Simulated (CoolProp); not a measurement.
Computed with CoolProp (reference Helmholtz-energy equation of state, Lemmon 2006). It is a short technical equation, of lower accuracy than the large ones.

### Question
Give the vapour pressure (MPa), liquid density (kg/m³), enthalpy of vaporisation (kJ/kg) of saturated C2F6 (R116) at 234 K.

### Answer
| T (K) | p (MPa) | liquid density (kg/m³) | enthalpy of vaporisation (kJ/kg) |
|---|---|---|---|
| 234 | 0.557 | 1410 | 97.0 |
